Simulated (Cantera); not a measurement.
A Cantera script and what it prints.

```python
import numpy as np
import cantera as ct

gas_names = """
    H HNO HNO2 HNO3 HO2 H2 H2O H2O2 N NH NH2 NH3 NH2OH NO NO2 NO3 N2 N2H2 N2H4 N2O O OH O2 O3 Si SiH
    SiH2 SiH3 SiH4 SiN SiO SiO2 Si2 Si2N Si3
""".split()
cond_names = """
    H2O(s) H2O(L) Si(cr) Si(L) SiO2(Lqz) SiO2(hqz) SiO2(L) Si2N2O(s) Si3N4(a)
""".split()


# ... load() reads the species with a 1 bar reference pressure and builds the phases ...
atoms = {
    'Si': {'Si': 1},
    'H2O': {'H': 2, 'O': 1},
    'N2': {'N': 2},
}
top_T = {'Si2N2O(s)': 2100, 'Si3N4(a)': 2400}  # K; cautious upper limits of use, not melting points


# ... equilibrate(T, P, feed) seeds the gas with the atoms and calls Mixture.equilibrate('TP', solver="vcs", rtol=1e-11, max_steps=5000) ...
results = []
feed = {'Si': 1, 'H2O': 1.5, 'N2': 2.7}  # mol
P = 3.6  # Pa
for T in [1348, 1398, 1448, 1498, 1548, 1598, 1648]:
    mix = equilibrate(T, P, feed)
    results.append((T, P, feed, dict(zip(mix.species_names, mix.species_moles))))

top = {s: max(r[3][s] / sum(r[3][g] for g in gas_names) for r in results) for s in gas_names}
cols = sorted((s for s in top if top[s] > 0.001), key=lambda s: -top[s])[:8]
seen = [c for c in cond_names if any(r[3].get(c, 0) > 1e-12 for r in results)]
print("log10 of partial pressures in bar; condensed amounts in mol")
print(f"{'T/K':>10s}" + "".join(f"{s[:9]:>10s}" for s in cols + seen))
for T, P, feed, n in results:
    ng = sum(n[g] for g in gas_names)
    print(f"{T:10.4g}" + "".join(f"{np.log10(max(n[s] / ng * P / 1e5, 1e-99)):10.3f}" for s in cols)
          + "".join(f"{n.get(c, 0):10.4g}" for c in seen))
```

Result:

```
log10 of partial pressures in bar; condensed amounts in mol
       T/K        N2        H2       SiO         H       H2O SiO2(hqz) Si2N2O(s)
      1348    -4.654    -4.887    -6.076    -8.079    -9.709    0.6343    0.1343
      1398    -4.685    -4.940    -5.417    -7.795    -9.667       0.5         0
      1448    -4.685    -4.941    -5.417    -7.506    -8.967    0.4999         0
      1498    -4.685    -4.941    -5.417    -7.236    -8.316    0.4994         0
      1548    -4.685    -4.943    -5.415    -6.983    -7.710    0.4974         0
      1598    -4.686    -4.948    -5.411    -6.748    -7.150    0.4907         0
      1648    -4.689    -4.959    -5.396    -6.530    -6.642    0.4698         0
```

Method: chemical equilibrium by Gibbs-energy minimisation in Cantera with the NASA 1993 tables (ideal gas, pure condensed phases). N2 is the only nitrogen source here; it is nearly inert below about 1500 K, so the nitride shown seldom forms there in practice. Mutual solubility and eutectic melting of coexisting phases are not modelled. The tables hold silica as quartz up to 1696 K and as liquid above; real silica turns to tridymite and cristobalite and melts near 1996 K.
